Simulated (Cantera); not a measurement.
A closed system holds: 1 mol Si₂Cl₆, 0.15 mol HCl, 690 mol H₂, held at 975 K and 1.50 bar.

These are equilibrium values from Cantera (NASA tables, ideal gas, pure condensed phases), not measurements of a reactor. Candidate condensed phases: Si; 19 gas species. The feed counts by its element totals alone. The tables' values for SiCl₃ are old estimates; treat these amounts as uncertain. The numbers say what is thermodynamically allowed, not how fast it happens.

Base state: H₂ 0.996, HCl 0.00235, SiHCl₃ 0.00125, SiCl₄ 0.000518, SiH₂Cl₂ 0.000317, SiH₃Cl 2.03e-5, SiCl₃ 1.28e-5 (mole fractions); condensed: Si(s).

### Question
What changes in the equilibrium state with this change: temperature from 975 K to 1448 K?

### Answer
```
species       before     after
----------  --------  --------
H₂             0.996     0.991
HCl          0.00235   0.00834
SiCl₂        8.98e-6  0.000216
SiHCl₃       0.00125   1.06e-5
SiCl₄       0.000518   1.04e-6
SiH₂Cl₂     0.000317   1.66e-5
SiH₃Cl       2.03e-5   7.58e-6
SiCl₃        1.28e-5   7.81e-6
Si(s), mol     0.527      1.82
```

### Question
What changes in the equilibrium state with this change: temperature from 975 K to 1150 K?

### Answer
```
species       before     after
----------  --------  --------
H₂             0.996     0.993
HCl          0.00235   0.00634
SiHCl₃       0.00125  0.000444
SiCl₂        8.98e-6   8.91e-5
SiCl₄       0.000518  0.000139
SiCl₃        1.28e-5   3.37e-5
SiH₂Cl₂     0.000317  0.000177
SiH₃Cl       2.03e-5   1.90e-5
Si(s), mol     0.527      1.37
```
